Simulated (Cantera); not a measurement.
Cantera run, input and output.

```python
import numpy as np
import cantera as ct

gas = ct.Solution("gri30.yaml")
gas.TPX = 1423, 101325, {'CO': 0.028, 'O2': 0.0012, 'H2O': 0.011, 'N2': 1}
reactor = ct.IdealGasConstPressureReactor(gas, energy="off", clone=False)
net = ct.ReactorNet([reactor])
net.rtol, net.atol = 1e-08, 1e-18
show = ['CO', 'O2', 'H2O', 'HO2', 'N2O']
times = np.geomspace(4e-05, 100, 15)

steps = ct.SolutionArray(gas, extra=["t"])
rows = []
print(f"{'t/s':>10s}{'T/K':>9s}{'P/Pa':>11s}" + "".join(f"{s:>11s}" for s in show))
for t in times:
    while net.time < t:
        t_next = net.step()
        steps.append(gas.state, t=t_next)
    rows.append([np.interp(t, steps.t, y) for y in (steps.T, steps.P, *steps(*show).X.T)])
    print(f"{t:10.3e}{rows[-1][0]:9.1f}{rows[-1][1]:11.4g}" + "".join(f"{x:11.3e}" for x in rows[-1][2:]))
rate = np.gradient(steps.T, steps.t)
print("integrator steps:", len(steps.t))
if steps.T.max() > steps.T[0] + 200:
    print(f"time of steepest temperature rise: {steps.t[rate.argmax()]:.4e} s")
gas.TPX = 1423, 101325, {'CO': 0.028, 'O2': 0.0012, 'H2O': 0.011, 'N2': 1}
gas.equilibrate("TP")
print(f"equilibrium (TP): T = {gas.T:.1f} K  " + "  ".join(f"{s} {gas[s].X[0]:.3e}" for s in show))
```

Output:

```
       t/s      T/K       P/Pa         CO         O2        H2O        HO2        N2O
 4.000e-05   1423.0  1.013e+05  2.692e-02  1.154e-03  1.057e-02  2.018e-11  2.784e-14
 1.146e-04   1423.0  1.013e+05  2.692e-02  1.154e-03  1.057e-02  5.499e-11  1.945e-13
 3.281e-04   1423.0  1.013e+05  2.692e-02  1.154e-03  1.057e-02  2.870e-10  1.474e-12
 9.398e-04   1423.0  1.013e+05  2.692e-02  1.153e-03  1.057e-02  6.112e-09  3.190e-11
 2.692e-03   1423.0  1.013e+05  2.545e-02  7.628e-04  9.738e-03  2.196e-07  2.969e-08
 7.710e-03   1423.0  1.013e+05  1.922e-02  1.015e-06  5.157e-03  3.286e-10  7.461e-10
 2.208e-02   1423.0  1.013e+05  1.909e-02  9.237e-08  5.037e-03  3.048e-11  2.153e-10
 6.325e-02   1423.0  1.013e+05  1.912e-02  1.051e-08  5.065e-03  3.324e-12  7.314e-11
 1.811e-01   1423.0  1.013e+05  1.913e-02  1.237e-09  5.078e-03  3.365e-13  3.093e-11
 5.188e-01   1423.0  1.013e+05  1.914e-02  1.470e-10  5.083e-03  2.852e-14  2.032e-11
 1.486e+00   1423.0  1.013e+05  1.914e-02  1.789e-11  5.085e-03  2.048e-15  1.076e-11
 4.256e+00   1423.0  1.013e+05  1.914e-02  2.426e-12  5.086e-03  1.899e-16  2.960e-12
 1.219e+01   1423.0  1.013e+05  1.914e-02  5.436e-13  5.086e-03  4.938e-17  5.837e-13
 3.491e+01   1423.0  1.013e+05  1.914e-02  3.577e-13  5.086e-03  3.664e-17  1.536e-13
 1.000e+02   1423.0  1.013e+05  1.914e-02  3.495e-13  5.086e-03  3.606e-17  1.074e-13
integrator steps: 2195
equilibrium (TP): T = 1423.0 K  CO 1.914e-02  O2 3.494e-13  H2O 5.086e-03  HO2 3.605e-17  N2O 8.252e-14
```

Computed with Cantera and GRI-Mech 3.0 (53 species, 325 reactions).
